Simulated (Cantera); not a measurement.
What does this Cantera script print?

```python
import numpy as np
import cantera as ct

gas = ct.Solution("gri30.yaml")
gas.TPX = 1498, 2900000, {'CH4': 1, 'CO2': 4.8}
reactor = ct.IdealGasConstPressureReactor(gas, energy="off", clone=False)
net = ct.ReactorNet([reactor])
net.rtol, net.atol = 1e-08, 1e-18
show = ['CH4', 'CO2', 'C2H4', 'H2O', 'C2H2']
times = np.geomspace(0.0006, 200, 14)

steps = ct.SolutionArray(gas, extra=["t"])
rows = []
print(f"{'t/s':>10s}{'T/K':>9s}{'P/Pa':>11s}" + "".join(f"{s:>11s}" for s in show))
for t in times:
    while net.time < t:
        t_next = net.step()
        steps.append(gas.state, t=t_next)
    rows.append([np.interp(t, steps.t, y) for y in (steps.T, steps.P, *steps(*show).X.T)])
    print(f"{t:10.3e}{rows[-1][0]:9.1f}{rows[-1][1]:11.4g}" + "".join(f"{x:11.3e}" for x in rows[-1][2:]))
rate = np.gradient(steps.T, steps.t)
print("integrator steps:", len(steps.t))
if steps.T.max() > steps.T[0] + 200:
    print(f"time of steepest temperature rise: {steps.t[rate.argmax()]:.4e} s")
gas.TPX = 1498, 2900000, {'CH4': 1, 'CO2': 4.8}
gas.equilibrate("TP")
print(f"equilibrium (TP): T = {gas.T:.1f} K  " + "  ".join(f"{s} {gas[s].X[0]:.3e}" for s in show))
```

Result:

```
       t/s      T/K       P/Pa        CH4        CO2       C2H4        H2O       C2H2
 6.000e-04   1498.0    2.9e+06  1.716e-01  8.275e-01  6.954e-05  2.898e-05  1.706e-06
 1.596e-03   1498.0    2.9e+06  1.701e-01  8.270e-01  4.006e-04  1.274e-04  3.027e-05
 4.244e-03   1498.0    2.9e+06  1.659e-01  8.246e-01  1.705e-03  7.736e-04  4.526e-04
 1.129e-02   1498.0    2.9e+06  1.555e-01  8.142e-01  3.492e-03  4.748e-03  3.370e-03
 3.003e-02   1498.0    2.9e+06  1.335e-01  7.807e-01  4.640e-03  2.294e-02  1.175e-02
 7.986e-02   1498.0    2.9e+06  9.309e-02  7.001e-01  6.428e-03  7.420e-02  2.685e-02
 2.124e-01   1498.0    2.9e+06  4.261e-02  5.839e-01  7.963e-03  1.409e-01  4.212e-02
 5.649e-01   1498.0    2.9e+06  2.691e-02  4.998e-01  8.091e-03  1.599e-01  3.056e-02
 1.503e+00   1498.0    2.9e+06  2.789e-02  4.354e-01  4.519e-03  1.581e-01  1.188e-02
 3.997e+00   1498.0    2.9e+06  2.046e-02  3.788e-01  1.327e-03  1.611e-01  2.552e-03
 1.063e+01   1498.0    2.9e+06  8.869e-03  3.402e-01  1.636e-04  1.658e-01  2.528e-04
 2.827e+01   1498.0    2.9e+06  1.549e-03  3.219e-01  4.076e-06  1.684e-01  5.668e-06
 7.520e+01   1498.0    2.9e+06  2.953e-05  3.184e-01  1.455e-09  1.689e-01  1.984e-09
 2.000e+02   1498.0    2.9e+06  6.127e-06  3.183e-01  6.500e-11  1.689e-01  8.907e-11
integrator steps: 2687
equilibrium (TP): T = 1498.0 K  CH4 6.272e-06  CO2 3.183e-01  C2H4 6.804e-11  H2O 1.689e-01  C2H2 9.323e-11
```

Cantera simulation using GRI-Mech 3.0 (53 species, 325 reactions); the numbers are that mechanism's predictions, not measurements. The pressure lies above the range GRI-Mech 3.0 was tuned for (to about 10 atm).
